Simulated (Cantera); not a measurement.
Feed: 1 mol Si3N4, 1 mol CO2, 52 mol H2, 0.033 mol N2O, equilibrated at 4.80 bar.

Cantera equilibrium calculation (NASA polynomials, part measured and part estimated; ideal gas, pure solids and liquids). Candidate condensed phases: C, C6H6, C7H8, C8H18, H2O, Si, SiC, SiO2, Si2N2O, Si3N4; 151 gas species. Mutual solubility and eutectic melting of coexisting phases are not modelled. The tables hold silica as quartz up to 1696 K and as liquid above; real silica turns to tridymite and cristobalite and melts near 1996 K. The numbers say what is thermodynamically allowed, not how fast it happens.

x: gas mole fraction; n: condensed amount in mol.

```json
[
 {"T (K)": "1173", "x H2": "0.967", "x CH4": "0.0192", "x N2": "0.0136", "x CO": "0.000162", "x HCN": "1.38e-6", "x H2O": "0.000122", "n SiO2(β-quartz)": "0.346", "n Si2N2O(s)": "1.33", "n C(graphite)": "0", "n SiC(s)": "0"},
 {"T (K)": "1248", "x H2": "0.967", "x CH4": "0.0185", "x N2": "0.0134", "x CO": "0.000806", "x HCN": "5.22e-6", "x H2O": "0.000156", "n SiO2(β-quartz)": "0.322", "n Si2N2O(s)": "1.34", "n C(graphite)": "0", "n SiC(s)": "0"},
 {"T (K)": "1323", "x H2": "0.968", "x CH4": "0.0162", "x N2": "0.0126", "x CO": "0.00297", "x HCN": "1.50e-5", "x H2O": "0.000190", "n SiO2(β-quartz)": "0.246", "n Si2N2O(s)": "1.38", "n C(graphite)": "0", "n SiC(s)": "0"},
 {"T (K)": "1398", "x H2": "0.970", "x CH4": "0.0116", "x N2": "0.0110", "x CO": "0.00743", "x HCN": "2.97e-5", "x H2O": "0.000222", "n SiO2(β-quartz)": "0.0883", "n Si2N2O(s)": "1.46", "n C(graphite)": "0", "n SiC(s)": "0"},
 {"T (K)": "1473", "x H2": "0.971", "x CH4": "0.00895", "x N2": "0.0101", "x CO": "0.00999", "x HCN": "5.81e-5", "x H2O": "0.000145", "n SiO2(β-quartz)": "0", "n Si2N2O(s)": "1.50", "n C(graphite)": "0", "n SiC(s)": "0"},
 {"T (K)": "1548", "x H2": "0.971", "x CH4": "0.00875", "x N2": "0.0101", "x CO": "0.0101", "x HCN": "0.000137", "x H2O": "6.12e-5", "n SiO2(β-quartz)": "0", "n Si2N2O(s)": "1.50", "n C(graphite)": "0", "n SiC(s)": "0"},
 {"T (K)": "1623", "x H2": "0.973", "x CH4": "[?]", "x N2": "0.00999", "x CO": "0.0101", "x HCN": "[?]", "x H2O": "[?]", "n SiO2(β-quartz)": "0", "n Si2N2O(s)": "1.50", "n C(graphite)": "[?]", "n SiC(s)": "0"},
 {"T (K)": "1698", "x H2": "0.974", "x CH4": "[?]", "x N2": "0.00992", "x CO": "0.0101", "x HCN": "0.000356", "x H2O": "[?]", "n SiO2(β-quartz)": "0", "n Si2N2O(s)": "1.50", "n C(graphite)": "[?]", "n SiC(s)": "0"},
 {"T (K)": "1773", "x H2": "0.973", "x CH4": "0.00255", "x N2": "0.0118", "x CO": "0.0119", "x HCN": "0.000383", "x H2O": "2.72e-5", "n SiO2(β-quartz)": "0", "n Si2N2O(s)": "1.39", "n C(graphite)": "0", "n SiC(s)": "0.205"}
]
```

Task: Some entries are withheld; supply them.

Result: 
- 1698, x CH4: 0.00503
- 1698, x H2O: 2.29e-5
- 1698, n C(graphite): 0.175
- 1623, x CH4: 0.00674
- 1623, x HCN: 0.000232
- 1623, x H2O: 3.56e-5
- 1623, n C(graphite): 0.0962
